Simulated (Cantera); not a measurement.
# c-C4F8 + H2 + HCl (fluorocarbon and chlorocarbon gases)

Charge: 1 mol c-C4F8, 7.4 mol H2, a varied amount of HCl, held at 3350 K and 3400 Pa.

Equilibrium computed with Cantera from the NASA thermochemical tables; the gas is ideal and each condensed phase is pure. Candidate condensed phases: C, C6H6, C7H8, C8H18; 118 gas species. The feed counts by its element totals alone. The tables' values for CCl are old estimates; treat these amounts as uncertain. Kinetics and transport are ignored.

```csv
n(HCl) (mol),log p H,log p HF,log p Cl,log p F,log p C3,log p H2,log p C,log p HCl
0.31,-1.87,-1.87,-3.26,-2.73,-2.73,-2.97,-3.22,-4.19
0.43,-1.87,-1.87,-3.13,-2.73,-2.74,-2.97,-3.23,-4.06
0.61,-1.87,-1.88,-2.98,-2.74,-2.74,-2.97,-3.23,-3.91
0.86,-1.87,-1.89,-2.85,-2.75,-2.76,-2.97,-3.23,-3.77
1.2,-1.87,-1.91,-2.72,-2.77,-2.77,-2.97,-3.24,-3.64
1.7,-1.87,-1.93,-2.59,-2.79,-2.80,-2.97,-3.25,-3.51
2.4,-1.87,-1.95,-2.46,-2.82,-2.83,-2.97,-3.26,-3.39
```
log p: log10 of the partial pressure in bar; nothing condenses.

From 0.31 mol HCl to 2.4 mol HCl nothing is condensed. The main C-bearing gas is C3 throughout.
